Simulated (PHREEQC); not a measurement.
PHREEQC input (ion-association model with the Debye-Hückel limiting law, wateq4f.dat):

```
SOLUTION 1
  temp 71
  units mol/kgw
  pH 7 charge
  Cl 0.011
  K 0.011
END
SELECTED_OUTPUT 1
  -reset false
  -pH true
  -pe true
  -ionic_strength true
  -water true
  -totals Ca Cl Cs F K
  -molalities H+ Ca+2 Cl- Cs+ F- K+ CaOH+ O2 OH- CaF+
    HF HF2- H2F2
  -equilibrium_phases Fluorite
  -saturation_indices Portlandite
PRINT
  -reset false
USE solution 1
REACTION 1
  CsOH 1
  0 0.0417 0.0833 0.125 0.167 0.208 0.25 0.292 0.333 0.375 0.417 0.458 0.5 moles
EQUILIBRIUM_PHASES 1
  Fluorite 0 0.1
  O2(g) -0.68 10
END
```

Selected output (columns that matter, 12 of 13 rows; CsOH added (mol) added in front):

```
CsOH added (mol)	pH	mu	Ca	Cs	F	m_H+	m_Ca+2	m_Cs+	m_F-	m_OH-	Fluorite	si_Portlandite
0	6.618	0.011962	0.0003224	0	0.00064479	2.7743e-07	0.00031982	0	0.00064172	7.724e-07	0.099678	-10.267
0.0417	11.282	0.054015	0.00044364	0.0417	0.00088728	7.046e-12	0.00043545	0.0417	0.00088471	0.041694	0.099556	-1.0814
0.0833	11.54	0.095902	0.00054175	0.0833	0.0010835	4.2978e-12	0.00052999	0.0833	0.0010809	0.083291	0.099458	-0.6543
0.125	11.682	0.13788	0.000635	0.125	0.00127	3.3521e-12	0.00062069	0.125	0.0012674	0.12499	0.099365	-0.4401
0.167	11.779	0.18015	0.00072795	0.167	0.0014559	2.8728e-12	0.00071169	0.167	0.0014533	0.16699	0.099272	-0.3073
0.208	11.849	0.22142	0.00081946	0.208	0.0016389	2.5938e-12	0.00080175	0.208	0.0016364	0.20798	0.099181	-0.2196
0.292	11.952	0.306	0.0010129	0.292	0.0020258	2.2792e-12	0.0009931	0.292	0.0020232	0.29198	0.098987	-0.1093
0.333	11.989	0.34729	0.0011112	0.333	0.0022224	2.1905e-12	0.0010907	0.333	0.0022198	0.33298	0.098889	-0.0757
0.375	12.022	0.3896	0.0012151	0.375	0.0024302	2.1248e-12	0.0011941	0.375	0.0024276	0.37498	0.098785	-0.0503
0.417	12.05	0.43192	0.0013224	0.417	0.0026448	2.0775e-12	0.001301	0.417	0.0026423	0.41698	0.098678	-0.0317
0.458	12.074	0.47325	0.0014308	0.458	0.0028615	2.0443e-12	0.0014091	0.458	0.0028589	0.45798	0.098569	-0.0187
0.5	12.096	0.51559	0.0015456	0.5	0.0030912	2.0207e-12	0.0015237	0.5	0.0030886	0.49998	0.098454	-0.0096
```

At this temperature some constants are extrapolated from 25 °C, and those without enthalpy data are left unchanged.
